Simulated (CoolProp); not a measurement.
n-octane along the isotherm 331.95 °C: fugacity coefficient from the reference equation and from simpler models built on Tc = 295.6 °C, pc = 2.484 MPa, ω = 0.398; each cubic takes its own stable root.

Computed with CoolProp (reference Helmholtz-energy equation of state, Beckmüller 2019).

| p (MPa) | phase | reference | Soave-Redlich-Kwong | Peng-Robinson |
|---|---|---|---|---|
| 2.76 | supercritical | 0.7002 | 0.7161 | 0.6907 |
| 5.52 | supercritical | 0.4648 | 0.4964 | 0.4686 |
| 8.28 | supercritical | 0.3652 | 0.4033 | 0.3740 |
| 11 | supercritical | 0.3186 | 0.3603 | 0.3288 |
| 13.8 | supercritical | 0.2932 | 0.3383 | 0.3039 |
| 16.6 | supercritical | 0.2798 | 0.3284 | 0.2906 |
| 19.3 | supercritical | 0.2739 | 0.3261 | 0.2846 |
| 22.1 | supercritical | 0.2726 | 0.3290 | 0.2831 |
| 24.8 | supercritical | 0.2749 | 0.3357 | 0.2850 |
